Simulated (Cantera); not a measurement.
Input: 1 mol Si, 20 mol HBr, 1.5 mol N₂, at 1023.15 K and 83.0 Pa.

These are equilibrium values from Cantera (NASA tables, ideal gas, pure condensed phases), not measurements of a reactor. Candidate condensed phases: Br₂, Si, Si₃N₄; 28 gas species. The tables' values for SiBr₃ are old estimates; treat these amounts as uncertain. Rates play no part.

Base state: HBr 0.780, H₂ 0.0976, N₂ 0.0731, SiBr₄ 0.0486, Br 0.000504, SiBr₃ 0.000116, SiBr₂ 5.76e-5, SiHBr₃ 3.00e-5 (mole fractions); condensed: gas only.

Problem. What changes in the equilibrium state with this change: temperature from 1023.15 K to 1173 K?

Solution. 
```csv
species,before,after
HBr,0.780,0.778
H₂,0.0976,0.0954
N₂,0.0731,0.0727
SiBr₄,0.0486,0.0438
Br,0.000504,0.00502
SiBr₂,5.76e-5,0.00328
SiBr₃,0.000116,0.00135
Br₂,3.77e-6,1.95e-5
SiHBr₃,3.00e-5,7.48e-5
```
